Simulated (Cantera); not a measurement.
**Ignition delay**

Mixture: 13.6 % CH₄, 17.0 % O₂, 69.5 % N₂, equivalence ratio 1.6, at 5250 Torr, adiabatic and at constant volume. Ignition delay is the time to a rise of 400 K.

Detailed kinetics in Cantera: GRI-Mech 3.0 (53 species, 325 reactions).

```
T0 (K)  delay (ms)
------  ----------
1175          12.6
1275          3.63
1375          1.16
1475         0.402
1575         0.150
1675        0.0611
1775        0.0274
1875        0.0136
1975       0.00743
2075       0.00441
```

* **apparent activation energy between 1875 and 2075 K**: 180 kJ/mol
